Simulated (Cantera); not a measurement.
An isothermal, constant-pressure homogeneous reactor starts with 84.5 % CH4, 15.5 % CO2, at 1900 K and 2.96 atm.

Model: GRI-Mech 3.0 (53 species, 325 reactions), integrated in Cantera. GRI-Mech 3.0 stops at C3 and has no aromatics, soot or wall deposition, so with more carbon than oxygen in the feed, carbon stays in small species such as C2H2 where larger ones or solid carbon would form.

x: mole fraction; the columns are a selection and need not sum to one.

| t (s) | x CH4 | x CO2 | x CH2CO | x H2O | x H | x CH2 | x C2H2 |
|---|---|---|---|---|---|---|---|
| 1.00e-6 | 0.843 | 0.155 | 2.01e-12 | 2.99e-6 | 6.36e-6 | ___ | 1.06e-8 |
| 9.17e-6 | 0.821 | 0.154 | 3.03e-9 | 5.90e-5 | 2.18e-5 | ___ | 0.000106 |
| 8.41e-5 | 0.534 | 0.129 | 2.35e-6 | 0.00317 | 0.000150 | ___ | 0.0485 |
| 0.000771 | 0.154 | 0.0538 | 2.86e-5 | 0.0411 | 0.000289 | ___ | 0.180 |
| 0.00707 | 0.0301 | 0.00259 | 3.60e-5 | 0.0605 | 0.000358 | ___ | 0.201 |
| 0.0648 | 0.0194 | 0.000363 | 4.10e-6 | 0.00636 | 0.000372 | ___ | 0.167 |
| 0.595 | 0.0184 | 1.23e-7 | 1.05e-6 | 2.14e-6 | 0.000374 | 1.45e-7 | 0.163 |
| 5.45 | 0.0184 | 1.23e-7 | 1.05e-6 | 2.14e-6 | 0.000374 | 1.45e-7 | 0.163 |
| 50.0 | 0.0184 | 1.23e-7 | 1.05e-6 | 2.14e-6 | 0.000374 | 1.45e-7 | 0.163 |

**Question.** Some entries are withheld; supply them.

**Answer.** 
- 1.00e-6, x CH2: 1.24e-7
- 9.17e-6, x CH2: 2.29e-6
- 8.41e-5, x CH2: 3.01e-6
- 0.000771, x CH2: 1.06e-6
- 0.00707, x CH2: 4.74e-7
- 0.0648, x CH2: 1.75e-7
